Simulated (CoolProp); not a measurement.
n-decane at 289.18 K and 3.13 MPa flows at 12 m/s in a round tube of 20 mm bore and 1.5 µm roughness, fully developed (64/Re and Nu = 3.66 if laminar; Colebrook and Gnielinski if turbulent). Each further row changes one setting.

Values from CoolProp's reference Helmholtz-energy equation of state, Lemmon 2006. It is a short technical equation, of lower accuracy than the large ones.

| case | Reynolds number | Darcy friction factor | pressure drop (Pa/m) | heat-transfer coefficient (W/(m² K)) | mass flow (kg/h) |
|---|---|---|---|---|---|
| as stated | 175000 | 0.0166 | 44000 | 9480 | 9990 |
| velocity 24 m/s | 351000 | 0.0149 | 157000 | 17700 | 20000 |
| diameter 40 mm | 351000 | 0.0145 | 19200 | 8720 | 39900 |

Viscosity comes from a separate model (Huber 2004). Thermal conductivity comes from a separate model (Huber 2005).
